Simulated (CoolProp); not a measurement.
Properties of diethyl ether at several states.

Model: reference Helmholtz-energy equation of state, Thol 2014, in CoolProp.

| T (K) | p (MPa) | phase | cp (kJ/(kg K)) | cv (kJ/(kg K)) | speed of sound (m/s) | expansivity (1/kK) | fugacity coefficient |
|---|---|---|---|---|---|---|---|
| 498 | 5.22 | supercritical | [?] | [?] | 133.6 | [?] | [?] |
| 436.8 | 2.66 | liquid | 3.325 | [?] | 319.7 | [?] | 0.6333 |
| 364.8 | 0.269 | gas | 1.941 | [?] | 197.2 | 3.503 | 0.9407 |

Complete the blanks.


- 498, cp (kJ/(kg K)): 5.336
- 498, cv (kJ/(kg K)): 2.386
- 498, expansivity (1/kK): 27.24
- 498, fugacity coefficient: 0.6264
- 436.8, cv (kJ/(kg K)): 2.163
- 436.8, expansivity (1/kK): 6.325
- 364.8, cv (kJ/(kg K)): 1.781
